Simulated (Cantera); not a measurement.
An isothermal, constant-pressure homogeneous reactor starts with CO : O₂ : H₂O : N₂ = 0.0035 : 0.0033 : 0.0014 : 1 (molar parts), at 898 K and 353 Torr.

Model: GRI-Mech 3.0 (53 species, 325 reactions), integrated in Cantera.

Task: Predict: x(CO) at 50.0 s; x(O₂) at 50.0 s; x(H₂O) at 50.0 s; x(HO₂) at 50.0 s; x(CO₂) at 50.0 s; x(H) at 50.0 s.

Result: 
```json
{
  "x(CO) at 50.0 s": "0.00273 (gas-phase equilibrium <1e-12)",
  "x(O₂) at 50.0 s": "0.00291 (gas-phase equilibrium 0.00154)",
  "x(H₂O) at 50.0 s": "0.00138 (gas-phase equilibrium 0.00139)",
  "x(HO₂) at 50.0 s": "3.57e-7 (gas-phase equilibrium <1e-12)",
  "x(CO₂) at 50.0 s": "0.000744 (gas-phase equilibrium 0.00348)",
  "x(H) at 50.0 s": "1.28e-8 (gas-phase equilibrium <1e-12)"
}
```
